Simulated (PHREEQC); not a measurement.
# Polishing slurry liquid (model solution)

Solution (20 °C): 0.0023 mol H2SO4 and 0.0063 mol Al(NO3)3 per kg of water. Closed to the air; pH follows from the charge balance.

The numbers come from PHREEQC with the ion-association model, phreeqc.dat.

Each row changes one thing in this solution. This is a speciation only: nothing precipitates in the calculation.

```
case                                                  pH  ionic strength (mol/kgw)  SO4-2 (mol/kgw)  HSO4- (mol/kgw)
--------------------------------------------------  ----  ------------------------  ---------------  ---------------
as made                                             2.41                    0.0352         0.000627         0.000129
Al(NO3)3 left out                                   2.42                   0.00594          0.00182         0.000480
Al(NO3)3 from 0.0063 to 0.00693 mol/kgw             2.41                    0.0388         0.000604         0.000122
diluted 10-fold with water                          3.36                   0.00387              [?]              [?]
Al(NO3)3 from 0.0063 to 0.00567 mol/kgw             2.41                    0.0317         0.000655         0.000138
Al(NO3)3 from 0.0063 to 0.00063 mol/kgw             2.41                   0.00749          0.00150         0.000391
diluted 5-fold with water                           3.07                   0.00748         0.000210          1.19e-5
diluted 100-fold with water                          [?]                  0.000417              [?]          8.74e-8
Al(NO3)3 replaced by Mn(NO3)2 at the same molality  2.42                    0.0233          0.00151         0.000326
```

### Question
Fill in the missing entries.

### Answer

- diluted 10-fold with water, SO4-2 (mol/kgw): 0.000130
- diluted 10-fold with water, HSO4- (mol/kgw): 4.05e-6
- diluted 100-fold with water, pH: 4.28
- diluted 100-fold with water, SO4-2 (mol/kgw): 2.04e-5

Some of these states are supersaturated (in Gibbsite (slow to form), for instance).
